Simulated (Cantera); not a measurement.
**Thermodynamics of silicon oxide and oxynitride deposition, feed SiH2Cl2 + O3**

Input: 1 mol SiH2Cl2, a varied amount of O3, held at 1327 °C and 1.28 Torr.

Cantera equilibrium calculation (NASA polynomials, part measured and part estimated; ideal gas, pure solids and liquids). Candidate condensed phases: H2O, Si, SiO2; 30 gas species. The tables' values for SiCl3, SiCl are old estimates; treat these amounts as uncertain. The tables hold silica as quartz up to 1696 K and as liquid above; real silica turns to tridymite and cristobalite and melts near 1996 K. The numbers say what is thermodynamically allowed, not how fast it happens.

```tsv
n(O3) (mol)	x HCl	x H2	x SiCl2	x SiO	x O2	x Cl	x H2O	x SiCl3	n SiO2(β-quartz)
0.074	0.193	0.354	0.344	0.100	<1e-12	0.000339	2.02e-7	0.00630	0
0.095	0.242	0.318	0.306	0.125	<1e-12	0.000447	4.44e-7	0.00738	0
0.12	0.296	0.277	0.263	0.153	<1e-12	0.000587	9.48e-7	0.00833	0
0.16	0.377	0.216	0.200	0.194	<1e-12	0.000845	2.56e-6	0.00914	0
0.21	0.468	0.148	0.131	0.241	<1e-12	0.00127	7.49e-6	0.00897	0
0.27	0.521	0.134	0.116	0.216	<1e-12	0.00148	9.38e-6	0.00928	0.132
0.35	0.593	0.122	0.102	0.169	<1e-12	0.00177	1.08e-5	0.00973	0.322
0.45	0.698	0.0980	0.0767	0.112	<1e-12	0.00232	1.32e-5	0.00962	0.550
0.58	0.862	0.0506	0.0314	0.0417	<1e-12	0.00400	1.83e-5	0.00677	0.827
0.75	0.800	5.52e-5	2.98e-12	1.45e-8	0.0282	0.112	0.0576	1.80e-11	1.00
0.97	0.655	2.80e-5	<1e-12	6.36e-9	0.146	0.129	0.0666	5.30e-12	1.00
```
x: gas mole fraction; n: condensed amount in mol.

From 0.074 mol O3 to 0.21 mol O3 nothing is condensed. From 0.27 mol O3 to 0.97 mol O3 the condensed part is SiO2(β-quartz).
